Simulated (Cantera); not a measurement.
A closed system holds: 1 mol CuO, 0.5 mol C, 0.24 mol CO, equilibrated at 1948 K and 200 Pa.

Method: chemical equilibrium by Gibbs-energy minimisation in Cantera with the NASA 1993 tables (ideal gas, pure condensed phases). Candidate condensed phases: C, Cu, CuO, Cu₂O; 15 gas species. Rates play no part.

Base state: Cu 0.572, CO₂ 0.284, CO 0.141, O₂ 0.00145, Cu₂ 0.000861, O 0.000378, CuO 0.000110 (mole fractions); condensed: gas only.

Q: What changes in the equilibrium state with this change: temperature from 1948 K to 2075 K?

A: 
| species | before | after |
|---|---|---|
| Cu | 0.572 | 0.568 |
| CO₂ | 0.284 | 0.265 |
| CO | 0.141 | 0.156 |
| O₂ | 0.00145 | 0.00843 |
| O | 0.000378 | 0.00239 |
| Cu₂ | 0.000861 | 0.000404 |
| CuO | 0.000110 | 0.000232 |
